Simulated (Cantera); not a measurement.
A closed system holds: 1 mol Si(CH3)4, 0.063 mol C3H8, 15 mol H2, equilibrated at 38.0 mbar.

Cantera equilibrium calculation (NASA polynomials, part measured and part estimated; ideal gas, pure solids and liquids). Candidate condensed phases: C, C6H6, C7H8, C8H18, Si, SiC; 87 gas species. Gases not in the tables: Si2H6 and higher silanes. Equilibrium is a limit: real reactors are often held back by kinetics, nucleation or transport.

x: gas mole fraction; n: condensed amount in mol.

```csv
T (K),x H2,x H,x C2H2 (acetylene),x Si,x SiC2,n C(graphite),n SiC(s)
1400,1.000,2.49e-5,?,1.04e-10,<1e-12,3.19,1.00
1500,1.000,9.03e-5,?,2.02e-9,3.53e-12,3.19,1.00
1600,1.000,0.000279,?,2.70e-8,1.05e-10,3.19,1.000
1700,0.999,0.000756,?,2.65e-7,2.08e-9,3.18,1.000
1800,0.998,0.00183,?,2.01e-6,2.93e-8,3.18,1.000
1900,0.996,0.00406,?,1.23e-5,3.12e-7,3.17,1.000
2000,0.991,0.00830,?,6.28e-5,2.60e-6,3.16,0.998
2100,0.982,0.0158,?,0.000274,1.76e-5,3.13,0.992
2200,0.968,0.0284,?,0.00104,0.000100,3.11,0.970
2300,0.943,0.0482,?,0.00352,0.000486,3.09,0.893
```

### Question
Complete the blanks.

### Answer

- 1400, x C2H2 (acetylene): 2.52e-6
- 1500, x C2H2 (acetylene): 9.02e-6
- 1600, x C2H2 (acetylene): 2.75e-5
- 1700, x C2H2 (acetylene): 7.33e-5
- 1800, x C2H2 (acetylene): 0.000175
- 1900, x C2H2 (acetylene): 0.000380
- 2000, x C2H2 (acetylene): 0.000761
- 2100, x C2H2 (acetylene): 0.00142
- 2200, x C2H2 (acetylene): 0.00248
- 2300, x C2H2 (acetylene): 0.00408
